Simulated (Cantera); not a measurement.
A closed system holds: 1 mol SiHCl₃, 5.6 mol N₂, 0.14 mol H₂, held at 7.10 Pa.

Equilibrium computed with Cantera from the NASA thermochemical tables; the gas is ideal and each condensed phase is pure. Candidate condensed phases: NH₄Cl, Si, Si₃N₄; 28 gas species. N₂ is the only nitrogen source here; it is nearly inert below about 1500 K, so the nitride shown seldom forms there in practice. The tables' values for SiCl₃ are old estimates; treat these amounts as uncertain. Kinetics and transport are ignored. All values below are at 927 °C.

Base state: N₂ 0.746, HCl 0.157, SiCl₄ 0.0389, SiCl₂ 0.0347, SiCl₃ 0.0124, H₂ 0.0110, SiHCl₃ 7.45e-5, Cl 3.03e-5 (mole fractions); condensed: Si₃N₄(s).

Question: What changes in the equilibrium state with this change: SiHCl₃ replaced by trisilylamine?

Answer: 
| species | before | after |
|---|---|---|
| H₂ | 0.0110 | 0.531 |
| N₂ | 0.746 | 0.469 |
| H | 2.46e-6 | 1.71e-5 |
| HCl | 0.157 | 0 |
| SiCl₄ | 0.0389 | 0 |
| SiCl₂ | 0.0347 | 0 |
| SiCl₃ | 0.0124 | 0 |
| SiHCl₃ | 7.45e-5 | 0 |
| Cl | 3.03e-5 | 0 |
| Si₃N₄(s), mol | 0.128 | 1.00 |
The feed counts by its element totals alone.
